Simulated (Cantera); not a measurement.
A closed system holds: 1 mol NH3, 0.0038 mol SO2, a varied amount of N2, equilibrated at 1050 K and 1 atm.

Equilibrium computed with Cantera from the NASA thermochemical tables; the gas is ideal and each condensed phase is pure. Candidate condensed phases: H2O, H2SO4, S; 35 gas species. Rates play no part.

log p: log10 of the partial pressure in bar; nothing condenses.

```tsv
n(N2) (mol)	log p N2	log p H2	log p H2O	log p H2S
0.23	-0.48	-0.17	-2.46	-2.76
0.36	-0.43	-0.19	-2.49	-2.79
0.56	-0.38	-0.23	-2.52	-2.82
0.86	-0.32	-0.28	-2.57	-2.87
1.3	-0.26	-0.34	-2.63	-2.93
2.1	-0.19	-0.43	-2.73	-3.03
3.2	-0.14	-0.54	-2.83	-3.13
4.9	-0.10	-0.66	-2.95	-3.25
7.6	-0.07	-0.80	-3.10	-3.40
12	-0.04	(withheld)	(withheld)	(withheld)
18	-0.03	-1.12	-3.41	-3.72
28	-0.02	-1.30	-3.59	-3.89
44	-0.01	-1.48	-3.78	-4.08
```

### Question
What belongs in the gaps?

### Answer

- 12, log p H2: -0.97
- 12, log p H2O: -3.26
- 12, log p H2S: -3.56
